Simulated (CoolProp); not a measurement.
o-xylene along the isotherm 346.85 °C: density (kg/m³) from the reference equation and from simpler models built on Tc = 357.1 °C, pc = 37.37 bar, ω = 0.312; each cubic takes its own stable root.

Computed with CoolProp (reference Helmholtz-energy equation of state, Zhou 2012).

```
p (bar)   phase  reference
-------  ------  ---------
23.4        gas      69.56
46.7     liquid      490.2
70.1     liquid      532.0
93.4     liquid      556.1
117      liquid      573.9
140      liquid      587.7
164      liquid      599.8
187      liquid      609.8
210      liquid      618.7
234      liquid      627.0
257      liquid      634.3
280      liquid      641.0
304      liquid      647.4
327      liquid      653.2
350      liquid      658.7
374      liquid      664.0
```

How far does each simpler model (van der Waals, Redlich-Kwong, Soave-Redlich-Kwong, Peng-Robinson) lie from the reference over these 16 states: mean and median of the absolute difference, and the worst?


- van der Waals: mean 29.7 %, median 30.5 %, worst -35.3 % at 346.85 °C and 46.7 bar
- Redlich-Kwong: mean 10.9 %, median 10.0 %, worst -20.3 % at 346.85 °C and 46.7 bar
- Soave-Redlich-Kwong: mean 10.5 %, median 9.7 %, worst -18.9 % at 346.85 °C and 46.7 bar
- Peng-Robinson: mean 2.6 %, median 1.9 %, worst -9.6 % at 346.85 °C and 46.7 bar
